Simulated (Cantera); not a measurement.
Charge: 1 mol SiHCl3, 0.014 mol C3H8, 26 mol H2, at 0.133 bar.

These are equilibrium values from Cantera (NASA tables, ideal gas, pure condensed phases), not measurements of a reactor. Candidate condensed phases: C, C6H6, C7H8, C8H18, Si, SiC; 109 gas species. Mutual solubility and eutectic melting of coexisting phases are not modelled. Gases not in the tables: Si2H6 and higher silanes. Kinetics and transport are ignored.

### Question
What share of the Si ends up in condensed phases as a function of T (K), at 1973, 1998, 2023, 2048, 2073, 2098, 2123, 2148, 2173, 2198, 2223, 2248, 2273?

### Answer
| T (K) | Si condensed (%) | as |
|---|---|---|
| 1973 | 54.6 | Si(l) + SiC(s) |
| 1998 | 54.9 | Si(l) + SiC(s) |
| 2023 | 55.0 | Si(l) + SiC(s) |
| 2048 | 55.0 | Si(l) + SiC(s) |
| 2073 | 54.8 | Si(l) + SiC(s) |
| 2098 | 54.4 | Si(l) + SiC(s) |
| 2123 | 53.7 | Si(l) + SiC(s) |
| 2148 | 52.6 | Si(l) + SiC(s) |
| 2173 | 51.1 | Si(l) + SiC(s) |
| 2198 | 49.1 | Si(l) + SiC(s) |
| 2223 | 46.4 | Si(l) + SiC(s) |
| 2248 | 42.9 | Si(l) + SiC(s) |
| 2273 | 38.5 | Si(l) + SiC(s) |
